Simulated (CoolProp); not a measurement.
Dimethyl carbonate along the isotherm 600 K: fugacity coefficient from the reference equation and from simpler models built on Tc = 557.0 K, pc = 4.909 MPa, ω = 0.346; each cubic takes its own stable root.

The numbers come from the reference Helmholtz-energy equation of state, Zhou 2011 in CoolProp.

```json
[
 {"p (MPa)": "4.91", "phase": "supercritical", "reference": "0.7447"},
 {"p (MPa)": "9.82", "phase": "supercritical", "reference": "0.5254"},
 {"p (MPa)": "14.7", "phase": "supercritical", "reference": "0.4141"},
 {"p (MPa)": "19.6", "phase": "supercritical", "reference": "0.3588"},
 {"p (MPa)": "24.5", "phase": "supercritical", "reference": "0.3283"},
 {"p (MPa)": "29.5", "phase": "supercritical", "reference": "0.3109"},
 {"p (MPa)": "34.4", "phase": "supercritical", "reference": "0.3018"},
 {"p (MPa)": "39.3", "phase": "supercritical", "reference": "0.2980"},
 {"p (MPa)": "44.2", "phase": "supercritical", "reference": "0.2981"},
 {"p (MPa)": "49.1", "phase": "supercritical", "reference": "0.3012"}
]
```

### Question
How far does each simpler model (van der Waals, Redlich-Kwong, Soave-Redlich-Kwong) lie from the reference over these 10 states: mean and median of the absolute difference, and the worst?

### Answer
- van der Waals: mean 18.1 %, median 16.8 %, worst +41.5 % at 600 K and 49.1 MPa
- Redlich-Kwong: mean 3.1 %, median 2.7 %, worst +6.5 % at 600 K and 49.1 MPa
- Soave-Redlich-Kwong: mean 10.2 %, median 11.2 %, worst +16.3 % at 600 K and 49.1 MPa
